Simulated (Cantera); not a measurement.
Hydrocarbon pyrolysis for carbon deposition

An isothermal, constant-pressure homogeneous reactor starts with CH4 : N2 = 1 : 2 (molar parts), at 1623 K and 1.01 bar.

Detailed kinetics in Cantera: GRI-Mech 3.0 (53 species, 325 reactions). GRI-Mech 3.0 stops at C3 and has no aromatics, soot or wall deposition, so with more carbon than oxygen in the feed, carbon stays in small species such as C2H2 where larger ones or solid carbon would form.

```json
[
 {"t (s)": "0.000400", "x CH4": "0.332", "x C2H6": "0.000304", "x CH2": "2.80e-8", "x HCN": "2.02e-12", "x C2H4": "0.000181", "x H2": "0.000906", "x CH3": "0.000454"},
 {"t (s)": "0.00110", "x CH4": "0.328", "x C2H6": "0.000925", "x CH2": "5.95e-8", "x HCN": "1.48e-11", "x C2H4": "0.00122", "x H2": "0.00401", "x CH3": "0.000666"},
 {"t (s)": "0.00301", "x CH4": "0.311", "x C2H6": "0.00142", "x CH2": "8.69e-8", "x HCN": "1.53e-10", "x C2H4": "0.00561", "x H2": "0.0189", "x CH3": "0.000791"},
 {"t (s)": "0.00826", "x CH4": "0.271", "x C2H6": "0.000843", "x CH2": "6.26e-8", "x HCN": "9.88e-10", "x C2H4": "0.00821", "x H2": "0.0634", "x CH3": "0.000622"},
 {"t (s)": "0.0227", "x CH4": "0.209", "x C2H6": "0.000373", "x CH2": "3.94e-8", "x HCN": "3.60e-9", "x C2H4": "0.00428", "x H2": "0.137", "x CH3": "0.000430"},
 {"t (s)": "0.0622", "x CH4": "0.133", "x C2H6": "0.000131", "x CH2": "2.41e-8", "x HCN": "9.95e-9", "x C2H4": "0.00277", "x H2": "0.224", "x CH3": "0.000266"},
 {"t (s)": "0.171", "x CH4": "0.0653", "x C2H6": "3.32e-5", "x CH2": "1.33e-8", "x HCN": "2.25e-8", "x C2H4": "0.00299", "x H2": "0.299", "x CH3": "0.000137"},
 {"t (s)": "0.469", "x CH4": "0.0281", "x C2H6": "8.28e-6", "x CH2": "6.78e-9", "x HCN": "4.32e-8", "x C2H4": "0.00352", "x H2": "0.341", "x CH3": "6.39e-5"},
 {"t (s)": "1.29", "x CH4": "0.0183", "x C2H6": "4.94e-6", "x CH2": "4.80e-9", "x HCN": "8.03e-8", "x C2H4": "0.00371", "x H2": "0.352", "x CH3": "4.32e-5"},
 {"t (s)": "3.53", "x CH4": "0.0179", "x C2H6": "4.82e-6", "x CH2": "4.71e-9", "x HCN": "1.73e-7", "x C2H4": "0.00372", "x H2": "0.352", "x CH3": "4.23e-5"},
 {"t (s)": "9.68", "x CH4": "0.0179", "x C2H6": "4.82e-6", "x CH2": "4.71e-9", "x HCN": "4.30e-7", "x C2H4": "0.00372", "x H2": "0.352", "x CH3": "4.23e-5"},
 {"t (s)": "26.6", "x CH4": "0.0179", "x C2H6": "4.82e-6", "x CH2": "4.71e-9", "x HCN": "1.15e-6", "x C2H4": "0.00372", "x H2": "0.352", "x CH3": "4.23e-5"},
 {"t (s)": "72.9", "x CH4": "0.0179", "x C2H6": "4.82e-6", "x CH2": "4.71e-9", "x HCN": "3.23e-6", "x C2H4": "0.00372", "x H2": "0.352", "x CH3": "4.23e-5"},
 {"t (s)": "200", "x CH4": "0.0179", "x C2H6": "4.82e-6", "x CH2": "4.71e-9", "x HCN": "9.58e-6", "x C2H4": "0.00372", "x H2": "0.352", "x CH3": "4.23e-5"}
]
```
x: mole fraction; the columns are a selection and need not sum to one.

Equilibrium at this temperature and pressure: CH4 0.0142, C2H6 2.98e-6, CH2 3.68e-9, HCN 0.0973, C2H4 0.00226, H2 0.358, CH3 3.33e-5 (gas phase only).
